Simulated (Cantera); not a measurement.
An adiabatic, constant-volume homogeneous reactor starts with CH4 : O2 : N2 : H2O = 1 : 1.33 : 5.01 : 0.26 (molar parts), equivalence ratio 1.5, at 1775 K and 188 Torr. Integrator tolerance rtol = 1e-08.

Detailed kinetics in Cantera: GRI-Mech 3.0 (53 species, 325 reactions).

**Question.** What does this change do: 0.048 parts H2 added?

**Answer.** 
| quantity | before | after |
|---|---|---|
| time of steepest temperature rise | 0.468 ms | 0.428 ms |
| temperature at 0.700 s | 2823 K | 2823 K |
| equilibrium temperature | 2823 K | 2823 K |
| x(CH4) at 0.700 s | <1e-12 (gas-phase equilibrium <1e-12) | <1e-12 (gas-phase equilibrium <1e-12) |
| x(O2) at 0.700 s | 0.00498 (gas-phase equilibrium 0.00498) | 0.00466 (gas-phase equilibrium 0.00466) |
| x(H2O) at 0.700 s | 0.154 (gas-phase equilibrium 0.154) | 0.155 (gas-phase equilibrium 0.155) |
| x(CH2O) at 0.700 s | 1.28e-9 (gas-phase equilibrium 1.28e-9) | 1.33e-9 (gas-phase equilibrium 1.33e-9) |
| x(C2H4) at 0.700 s | <1e-12 (gas-phase equilibrium <1e-12) | <1e-12 (gas-phase equilibrium <1e-12) |

**Question.** What does this change do: initial temperature 1775 to 1723 K?

**Answer.** 
| quantity | before | after |
|---|---|---|
| time of steepest temperature rise | 0.468 ms | 0.656 ms |
| temperature at 0.700 s | 2823 K | 2812 K |
| equilibrium temperature | 2823 K | 2812 K |
| x(CH4) at 0.700 s | <1e-12 (gas-phase equilibrium <1e-12) | <1e-12 (gas-phase equilibrium <1e-12) |
| x(O2) at 0.700 s | 0.00498 (gas-phase equilibrium 0.00498) | 0.00463 (gas-phase equilibrium 0.00463) |
| x(H2O) at 0.700 s | 0.154 (gas-phase equilibrium 0.154) | 0.157 (gas-phase equilibrium 0.157) |
| x(CH2O) at 0.700 s | 1.28e-9 (gas-phase equilibrium 1.28e-9) | 1.30e-9 (gas-phase equilibrium 1.30e-9) |
| x(C2H4) at 0.700 s | <1e-12 (gas-phase equilibrium <1e-12) | <1e-12 (gas-phase equilibrium <1e-12) |
